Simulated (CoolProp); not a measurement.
A single-stage vapour-compression cycle with vinyl chloride: evaporating at 303.15 K (dew point), condensing at 372.15 K (bubble point), superheat 5 K, subcooling 5 K, compressor efficiency 0.75, no pressure losses. Each further row changes one setting.

The numbers come from the reference Helmholtz-energy equation of state, Thol 2022 in CoolProp.

```tsv
case	cooling COP	pressure ratio	discharge temperature (K)	refrigerating effect (kJ/kg)	volumetric capacity (kJ/m³)
as stated	2.49	4.96	416.8	217	2630
evaporating temperature 308.15 K	2.78	4.30	413.0	220	3050
condensing temperature 367.15 K	2.77	4.50	409.8	226	2730
subcooling 10 K	2.59	4.96	416.8	226	2740
superheat 15 K	2.49	4.96	427.5	226	2630
compressor efficiency 0.65	2.16	4.96	427.4	217	2630
```
